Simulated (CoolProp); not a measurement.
The fluid at 298.15 K and 2.93 MPa is throttled through a valve to 0.139 MPa with no heat exchange. The same conditions are run with several fluids, on thermodynamics alone (safety and materials aside).

Values from CoolProp's reference Helmholtz-energy equation of state of each fluid (CH2F2 (R32): Tillner-Roth 1997; n-undecane: Aleksandrov 2011; R410A: Lemmon 2003; R1336mzz(Z): McLinden 2020; n-decane: Lemmon 2006). Blends and air are pseudo-pure fits.

```json
[
 {"fluid": "CH2F2 (R32)", "temperature change (K)": "(withheld)", "final phase": "(withheld)", "final density (kg/m³)": "12.4"},
 {"fluid": "n-undecane", "temperature change (K)": "+1.2", "final phase": "liquid", "final density (kg/m³)": "(withheld)"},
 {"fluid": "R410A", "temperature change (K)": "(withheld)", "final phase": "(withheld)", "final density (kg/m³)": "(withheld)"},
 {"fluid": "R1336mzz(Z)", "temperature change (K)": "(withheld)", "final phase": "liquid", "final density (kg/m³)": "1360"},
 {"fluid": "n-decane", "temperature change (K)": "+1.2", "final phase": "liquid", "final density (kg/m³)": "(withheld)"}
]
```

**Question.** Complete the blanks.

**Answer.** 
- CH2F2 (R32), temperature change (K): -70.2
- CH2F2 (R32), final phase: two-phase, vapour fraction 0.321
- n-undecane, final density (kg/m³): 736
- R410A, temperature change (K): -70.0
- R410A, final phase: two-phase, vapour fraction 0.389
- R410A, final density (kg/m³): 14.4
- R1336mzz(Z), temperature change (K): +0.7
- n-decane, final density (kg/m³): 726
